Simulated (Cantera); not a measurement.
Input: 1 mol Ti, 0.76 mol H2O, 94 mol CO, equilibrated at 1.33 mbar.

Cantera equilibrium calculation (NASA polynomials, part measured and part estimated; ideal gas, pure solids and liquids). Candidate condensed phases: C, C6H6, C7H8, C8H18, H2O, Ti, TiC, TiO, TiO2, Ti2O3, Ti3O5, Ti4O7; 113 gas species. Mutual solubility and eutectic melting of coexisting phases are not modelled. TiC: taken at fixed stoichiometry. The numbers say what is thermodynamically allowed, not how fast it happens. All values below are at 1748 K.

Base state: CO 0.992, H2 0.00777, H 0.000551, CO2 1.84e-5 (mole fractions); condensed: TiC(s) + Ti2O3(s).

### Question
What changes in the equilibrium state with this change: H2O from 0.76 to 6.7 mol?

### Answer
```
species             before    after
-----------------  -------  -------
CO                   0.992    0.895
H2                 0.00777   0.0570
CO2                1.84e-5   0.0379
H2O                5.19e-7  0.00872
OH                 2.15e-9  1.33e-5
TiC(s), mol          0.297        0
Ti2O3(s), mol        0.351        0
TiO2(rutile), mol        0    1.000
```

### Question
What changes in the equilibrium state with this change: H2O from 0.76 to 0.034 mol?

### Answer
| species | before | after |
|---|---|---|
| CO | 0.992 | 1.000 |
| H2 | 0.00777 | 0.000309 |
| H | 0.000551 | 0.000110 |
| CO2 | 1.84e-5 | 1.86e-5 |
| TiC(s), mol | 0.297 | 0.587 |
| Ti2O3(s), mol | 0.351 | 0.206 |
